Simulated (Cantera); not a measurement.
Input: 1 mol B, 0.16 mol O2, 1.6 mol H2, at 0.970 bar.

Equilibrium computed with Cantera from the NASA thermochemical tables; the gas is ideal and each condensed phase is pure. Candidate condensed phases: B, B2O3, B3O3H3, H2O; 23 gas species. Mutual solubility and eutectic melting of coexisting phases are not modelled. Gases not in the tables: B2H6 and higher boranes. Rates play no part.

Question: What share of the B ends up in condensed phases as a function of T (°C), at 527, 727, 927, 1127, 1327, 1527, 1727, 1927, 2127?

Answer: 
```
T (°C)  B condensed (%)              as
------  ---------------  --------------
527                98.0  B(s) + B2O3(l)
727                97.2  B(s) + B2O3(l)
927                96.8  B(s) + B2O3(l)
1127               96.6  B(s) + B2O3(l)
1327               95.0  B(s) + B2O3(l)
1527               83.5  B(s) + B2O3(l)
1727               69.5            B(s)
1927               68.5            B(s)
2127               67.8            B(l)
```
